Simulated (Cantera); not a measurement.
Charge: 1 mol CuO, 6.9 mol CO, 3.9 mol CH₄, held at 1275 K and 1.00 bar.

Method: chemical equilibrium by Gibbs-energy minimisation in Cantera with the NASA 1993 tables (ideal gas, pure condensed phases). Candidate condensed phases: C, C₆H₆, C₇H₈, C₈H₁₈, Cu, CuO, Cu(OH)₂, Cu₂O, H₂O; 113 gas species. The numbers say what is thermodynamically allowed, not how fast it happens.

Base state: CO 0.500, H₂ 0.493, H₂O 0.00287, CH₄ 0.00225, CO₂ 0.00175 (mole fractions); condensed: C(graphite) + Cu(s).

**Question.** What changes in the equilibrium state with this change: temperature from 1275 K to 2550 K?

**Answer.** 
| species | before | after |
|---|---|---|
| CO | 0.500 | 0.468 |
| H₂ | 0.493 | 0.446 |
| Cu | 8.66e-8 | 0.0588 |
| H | 5.18e-7 | 0.0208 |
| Cu₂ | <1e-9 | 0.000257 |
| C₄H₂ | <1e-9 | 3.26e-5 |
| C₂H₂ (acetylene) | 1.89e-7 | 0.00593 |
| C(graphite), mol | 2.94 | 2.70 |
| Cu(s), mol | 1.000 | 0 |

**Question.** What changes in the equilibrium state with this change: CO from 6.9 to 0.74 mol?

**Answer.** 
```
species            before     after
----------------  -------  --------
H₂                  0.493     0.810
CO                  0.500     0.182
CH₄               0.00225   0.00609
CO₂               0.00175  0.000231
H₂O               0.00287   0.00172
C(graphite), mol     2.94      2.86
Cu(s), mol          1.000     1.000
```

**Question.** What changes in the equilibrium state with this change: temperature from 1275 K to 1125 K?

**Answer.** 
```csv
species,before,after
H₂,0.493,0.486
CO,0.500,0.479
H₂O,0.00287,0.0150
CO₂,0.00175,0.0134
CH₄,0.00225,0.00681
"C(graphite), mol",2.94,3.23
"Cu(s), mol",1.000,1.00
```
